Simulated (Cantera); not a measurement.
## CaCl2 + O2 + H2 (halide evaporation, hydrolysis and transport)

Charge: 1 mol CaCl2, 1.1 mol O2, a varied amount of H2, equilibrated at 2023 K and 133 Pa.

Method: chemical equilibrium by Gibbs-energy minimisation in Cantera with the NASA 1993 tables (ideal gas, pure condensed phases). Candidate condensed phases: Ca, CaCl2, CaO, Ca(OH)2, H2O; 21 gas species. Condensed phases not in the tables: oxide chlorides. The numbers say what is thermodynamically allowed, not how fast it happens.

```tsv
n(H2) (mol)	log p H2	log p H2O	log p HCl	log p CaCl2	log p H	log p Cl	n CaO(s)
3.5	-3.43	-3.30	-3.61	-3.81	-4.44	-4.74	0.451
5.9	-3.17	-3.48	-3.79	-3.99	-4.31	-5.06	0.440
8.4	-3.08	-3.62	-3.93	-4.13	-4.26	-5.24	0.432
11	-3.03	-3.72	-4.03	-4.24	-4.24	-5.37	0.424
13	-3.01	-3.78	-4.10	-4.30	-4.23	-5.44	0.417
16	-2.99	-3.87	-4.19	-4.39	-4.22	-5.54	0.406
18	-2.98	-3.91	-4.23	-4.44	-4.21	-5.59	0.398
21	-2.97	-3.97	-4.30	-4.51	-4.21	-5.66	0.386
23	-2.96	-4.01	-4.34	-4.55	-4.20	-5.70	0.377
25	-2.96	-4.04	-4.37	-4.59	-4.20	-5.74	0.368
```
log p: log10 of the partial pressure in bar; n: condensed amount in mol.

From 3.5 mol H2 to 25 mol H2 the condensed part is CaO(s). The main Ca-bearing gas is CaCl2 throughout. The share of Ca in condensed phases is highest at 3.5 mol H2 (45.1 %) and lowest at 25 mol H2 (36.8 %).
